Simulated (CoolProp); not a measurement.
Vapour-liquid equilibrium of R141b (1) + n-pentane (2) at -13.25 °C; x and y are mole fractions of (1).

The numbers come from the multi-fluid Helmholtz-energy mixture model, Lemmon 2006 and Thol 2019; pair parameters Bell 2016 in CoolProp.

```
x      bubble pressure, mixture model (MPa)  bubble pressure, Raoult's law (MPa)  y, mixture model  y, Raoult's law
-----  ------------------------------------  -----------------------------------  ----------------  ---------------
0.05                                0.01355                              0.01299             0.094            0.057
0.125                               0.01431                              0.01314             0.201            0.141
0.2                                 0.01486                              0.01328             0.285            0.223
0.275                               0.01526                              0.01342             0.354            0.303
0.35                                0.01555                              0.01357             0.414            0.382
0.425                               0.01575                              0.01371             0.471            0.459
0.5                                 0.01587                              0.01385             0.525            0.534
0.575                               0.01593                              0.01399             0.581            0.608
0.65                                0.01591                              0.01414             0.638            0.681
0.725                               0.01583                              0.01428             0.700            0.752
0.8                                 0.01567                              0.01442             0.768            0.821
0.875                               0.01542                              0.01457             0.845            0.889
0.95                                0.01508                              0.01471             0.933            0.956
```

The largest gap from Raoult's law is +14.9 % in bubble pressure, at x = 0.425. y crosses x between x = 0.575 and 0.65: the model has an azeotrope there.

Pair parameters are fitted to limited data, so mixtures are less certain than the pure fluids.
